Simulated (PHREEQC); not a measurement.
Dissolve 0.018 mol CuSO4 and 0.015 mol H2SO4 per kg of water at 25 °C. Closed to the air; pH follows from the charge balance.

The numbers come from PHREEQC with the ion-association model, phreeqc.dat.

Precipitation was switched off in this run.

Problem. Order these S species by the share of S that they hold, largest first: CuSO4, HSO4-, SO4-2.

Solution. SO4-2 (45 %), HSO4- (35 %), CuSO4 (20 %)

The pH is 1.81 and the ionic strength 0.0678 mol/kgw. Complexes and solids missing from the database can't appear.
